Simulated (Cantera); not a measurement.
## Hydrocarbon pyrolysis for carbon deposition

A perfectly stirred reactor is fed with C₂H₆ : N₂ = 1 : 1.4 (molar parts), at 0.0582 atm; it is held at 1950 K, and followed from long to short residence time.

Detailed kinetics in Cantera: GRI-Mech 3.0 (53 species, 325 reactions). GRI-Mech 3.0 stops at C3 and has no aromatics, soot or wall deposition, so with more carbon than oxygen in the feed, carbon stays in small species such as C2H2 where larger ones or solid carbon would form.

```json
[
 {"τ (s)": "5.5", "x C₂H₆": "8.25e-7", "x CH₄": "0.00216", "x CH₃": "0.000300", "x C₂H₄": "5.88e-5", "x CH₂": "2.51e-6", "x H₂": "0.450"},
 {"τ (s)": "2.2", "x C₂H₆": "2.08e-6", "x CH₄": "0.00345", "x CH₃": "0.000477", "x C₂H₄": "6.67e-5", "x CH₂": "3.85e-6", "x H₂": "0.448"},
 {"τ (s)": "0.92", "x C₂H₆": "5.01e-6", "x CH₄": "0.00539", "x CH₃": "0.000743", "x C₂H₄": "8.50e-5", "x CH₂": "5.73e-6", "x H₂": "0.446"},
 {"τ (s)": "0.38", "x C₂H₆": "1.22e-5", "x CH₄": "0.00844", "x CH₃": "0.00117", "x C₂H₄": "0.000130", "x CH₂": "8.49e-6", "x H₂": "0.442"},
 {"τ (s)": "0.15", "x C₂H₆": "3.10e-5", "x CH₄": "0.0133", "x CH₃": "0.00188", "x C₂H₄": "0.000243", "x CH₂": "1.27e-5", "x H₂": "0.437"},
 {"τ (s)": "0.063", "x C₂H₆": "7.36e-5", "x CH₄": "0.0201", "x CH₃": "0.00294", "x C₂H₄": "0.000490", "x CH₂": "1.82e-5", "x H₂": "0.429"},
 {"τ (s)": "0.026", "x C₂H₆": "0.000176", "x CH₄": "0.0297", "x CH₃": "0.00463", "x C₂H₄": "0.00105", "x CH₂": "2.61e-5", "x H₂": "0.417"},
 {"τ (s)": "0.011", "x C₂H₆": "0.000409", "x CH₄": "0.0423", "x CH₃": "0.00719", "x C₂H₄": "0.00222", "x CH₂": "3.65e-5", "x H₂": "0.401"},
 {"τ (s)": "0.0043", "x C₂H₆": "0.00102", "x CH₄": "0.0599", "x CH₃": "0.0116", "x C₂H₄": "0.00494", "x CH₂": "5.21e-5", "x H₂": "0.376"}
]
```
x: mole fraction; the columns are a selection and need not sum to one.
